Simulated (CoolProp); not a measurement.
Values from CoolProp's reference Helmholtz-energy equation of state, Lemmon 2006. It is a short technical equation, of lower accuracy than the large ones.

Give the vapour pressure (MPa), liquid density (kg/m³), vapour density (kg/m³), enthalpy of vaporisation (kJ/kg) of saturated carbonyl sulfide at 317.5 K.


```tsv
T (K)	p (MPa)	liquid density (kg/m³)	vapour density (kg/m³)	enthalpy of vaporisation (kJ/kg)
317.5	2.01	930	59.2	221
```
